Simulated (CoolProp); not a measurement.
CH3F (R41) along the isobar 72.3 bar: density (kg/m³) from the reference equation and from simpler models built on Tc = 44.1 °C, pc = 59.06 bar, ω = 0.200; each cubic takes its own stable root.

Values from CoolProp's reference Helmholtz-energy equation of state, Lemmon 2006. It is a short technical equation, of lower accuracy than the large ones.

```json
[
 {"T (°C)": "13.45", "phase": "liquid", "reference": "660.5", "van der Waals": "370.5", "Redlich-Kwong": "492.5", "Soave-Redlich-Kwong": "506.7", "Peng-Robinson": "571.2"},
 {"T (°C)": "24.05", "phase": "liquid", "reference": "619.2", "van der Waals": "351.2", "Redlich-Kwong": "455.9", "Soave-Redlich-Kwong": "467.6", "Peng-Robinson": "525.5"},
 {"T (°C)": "34.75", "phase": "liquid", "reference": "567.0", "van der Waals": "327.8", "Redlich-Kwong": "411.2", "Soave-Redlich-Kwong": "418.4", "Peng-Robinson": "467.6"},
 {"T (°C)": "45.35", "phase": "supercritical", "reference": "488.3", "van der Waals": "297.4", "Redlich-Kwong": "350.9", "Soave-Redlich-Kwong": "349.4", "Peng-Robinson": "385.6"},
 {"T (°C)": "56.05", "phase": "supercritical", "reference": "261.1", "van der Waals": "248.0", "Redlich-Kwong": "240.3", "Soave-Redlich-Kwong": "217.8", "Peng-Robinson": "232.0"},
 {"T (°C)": "66.65", "phase": "supercritical", "reference": "172.1", "van der Waals": "174.7", "Redlich-Kwong": "165.1", "Soave-Redlich-Kwong": "155.5", "Peng-Robinson": "164.3"},
 {"T (°C)": "77.35", "phase": "supercritical", "reference": "143.0", "van der Waals": "143.3", "Redlich-Kwong": "138.9", "Soave-Redlich-Kwong": "132.0", "Peng-Robinson": "138.7"},
 {"T (°C)": "87.95", "phase": "supercritical", "reference": "126.3", "van der Waals": "127.0", "Redlich-Kwong": "123.7", "Soave-Redlich-Kwong": "118.0", "Peng-Robinson": "123.4"},
 {"T (°C)": "98.65", "phase": "supercritical", "reference": "114.7", "van der Waals": "115.8", "Redlich-Kwong": "113.0", "Soave-Redlich-Kwong": "107.9", "Peng-Robinson": "112.5"},
 {"T (°C)": "109.25", "phase": "supercritical", "reference": "106.1", "van der Waals": "107.4", "Redlich-Kwong": "104.8", "Soave-Redlich-Kwong": "100.3", "Peng-Robinson": "104.3"},
 {"T (°C)": "119.95", "phase": "supercritical", "reference": "99.09", "van der Waals": "100.6", "Redlich-Kwong": "98.25", "Soave-Redlich-Kwong": "94.04", "Peng-Robinson": "97.59"},
 {"T (°C)": "130.55", "phase": "supercritical", "reference": "93.39", "van der Waals": "95.07", "Redlich-Kwong": "92.82", "Soave-Redlich-Kwong": "88.89", "Peng-Robinson": "92.07"},
 {"T (°C)": "141.25", "phase": "supercritical", "reference": "88.52", "van der Waals": "90.26", "Redlich-Kwong": "88.13", "Soave-Redlich-Kwong": "84.45", "Peng-Robinson": "87.32"},
 {"T (°C)": "151.85", "phase": "supercritical", "reference": "84.35", "van der Waals": "86.12", "Redlich-Kwong": "84.10", "Soave-Redlich-Kwong": "80.63", "Peng-Robinson": "83.24"}
]
```
